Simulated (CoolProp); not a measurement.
A simple Rankine cycle with 1,2-dichloroethane: condensing at 327.15 K, boiler at 1.81 MPa, turbine inlet 499 K, turbine efficiency 0.75, pump efficiency 0.7, no recuperator. Each further row changes one setting.

The numbers come from the reference Helmholtz-energy equation of state, Thol 2015 in CoolProp.

| case | thermal efficiency (%) | net work (kJ/kg) | heat in (kJ/kg) | turbine exit temperature (K) | volume ratio over the turbine |
|---|---|---|---|---|---|
| as stated | 19.4 | 91.4 | 471 | [?] | [?] |
| condensing temperature 319.15 K | [?] | 98.0 | 482 | 364.6 | 62.9 |
| boiler pressure 1.27 MPa | 18.3 | 88.1 | 482 | 388.2 | [?] |
| turbine efficiency 0.65 | 16.8 | 79.0 | 471 | 385.9 | 48.5 |

Question: Some entries are withheld; supply them.

Answer: 
- as stated, turbine exit temperature (K): 372.2
- as stated, volume ratio over the turbine: 46.7
- condensing temperature 319.15 K, thermal efficiency (%): 20.3
- boiler pressure 1.27 MPa, volume ratio over the turbine: 31.3
